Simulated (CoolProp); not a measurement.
A closed Brayton cycle with carbon dioxide: compressor inlet 312.15 K and 9 MPa, high pressure 20.3 MPa, turbine inlet 935 K, compressor efficiency 0.85, turbine efficiency 0.9, recuperator effectiveness 0 (on enthalpy, no pinch check). Each further row changes one setting.

Computed with CoolProp (reference Helmholtz-energy equation of state, Span 1996).

```csv
case,thermal efficiency (%),net work (kJ/kg),compressor to turbine work,compressor exit (K),turbine exit (K)
as stated,12.4,102,0.18,344.8,828.9
turbine inlet 885 K,12.5,95.1,0.19,344.8,782.6
compressor inlet 322.15 K,12.2,89.1,0.28,382.2,828.9
high pressure 17.3 MPa,10.2,84.4,0.16,338.1,849.2
recuperator effectiveness 0.5,19.3,102,0.18,344.8,828.9
```
